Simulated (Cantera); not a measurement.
Fluorocarbon and chlorocarbon gases: CHF₃ + F₂

Feed: 1 mol CHF₃, 0.28 mol F₂, equilibrated at 3.00e-5 bar.

Cantera equilibrium calculation (NASA polynomials, part measured and part estimated; ideal gas, pure solids and liquids). Candidate condensed phases: C, C₆H₆, C₇H₈, C₈H₁₈; 95 gas species. Gases not in the tables: C₂F₆ and larger saturated fluorocarbons. Kinetics and transport are ignored.

```tsv
T (K)	log p F	log p HF	log p CF₂	log p CF	log p CF₄	log p H	n C(graphite)
1948	-4.80	-5.01	-5.41	-7.25	-6.52	-9.58	0.560
1998	-4.75	-5.03	-5.55	-7.09	-7.18	-9.26	0.680
2048	-4.72	-5.05	-5.72	-6.95	-7.87	-8.93	0.774
2098	-4.70	-5.06	-5.90	-6.84	-8.57	-8.60	0.840
2148	-4.69	-5.06	-6.09	-6.73	-9.26	-8.27	0.884
2198	-4.68	-5.07	-6.27	-6.63	-9.94	-7.96	0.910
2248	-4.68	-5.07	-6.46	-6.54	-10.59	-7.65	0.923
2298	-4.68	-5.07	-6.64	-6.46	-11.23	-7.36	0.925
2348	-4.68	-5.08	-6.81	-6.38	-11.84	-7.08	0.915
```
log p: log10 of the partial pressure in bar; n: condensed amount in mol.

From 1948 K to 2348 K the condensed part is C(graphite). The main C-bearing gas is CF₂ at 1948 K and CF at 2348 K. The share of C in condensed phases is highest at 2298 K (92.5 %) and lowest at 1948 K (56.0 %).
